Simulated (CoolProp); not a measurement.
Dodecamethylcyclohexasiloxane (D6) at 495.68 K and 0.0253 MPa is throttled through a valve to 0.011 MPa with no heat exchange. Each further row changes one setting.

Values from CoolProp's reference Helmholtz-energy equation of state, Colonna 2008. It is a short technical equation, of lower accuracy than the large ones.

| case | temperature change (K) | final density (kg/m³) |
|---|---|---|
| as stated | -0.2 | 1.20 |
| outlet pressure 0.0033 MPa | … | … |
| outlet pressure 0.0143 MPa | -0.2 | … |

Q: What belongs in the gaps?

A: 
- outlet pressure 0.0033 MPa, temperature change (K): -0.4
- outlet pressure 0.0033 MPa, final density (kg/m³): 0.358
- outlet pressure 0.0143 MPa, final density (kg/m³): 1.57
